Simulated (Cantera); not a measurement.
A closed system holds: 1 mol MgSO4, 5.6 mol H2, 3.9 mol O2, equilibrated at 525 K and 1.00 bar.

These are equilibrium values from Cantera (NASA tables, ideal gas, pure condensed phases), not measurements of a reactor. Candidate condensed phases: H2O, H2SO4, Mg, MgO, Mg(OH)2, MgS, MgSO4, S; 26 gas species. Equilibrium is a limit: real reactors are often held back by kinetics, nucleation or transport.

Base state: H2O 0.836, O2 0.164 (mole fractions); condensed: MgSO4(s).

### Question
What changes in the equilibrium state with this change: temperature from 525 K to 1450 K?

### Answer
```json
[
 {"species": "H2O", "before": "0.836", "after": "0.684"},
 {"species": "O2", "before": "0.164", "after": "0.194"},
 {"species": "SO2", "before": "<1e-9", "after": "0.120"},
 {"species": "SO3", "before": "<1e-9", "after": "0.00256"},
 {"species": "OH", "before": "<1e-9", "after": "0.000128"},
 {"species": "MgSO4(s), mol", "before": "1.00", "after": "0"},
 {"species": "MgO(s), mol", "before": "0", "after": "1.00"}
]
```
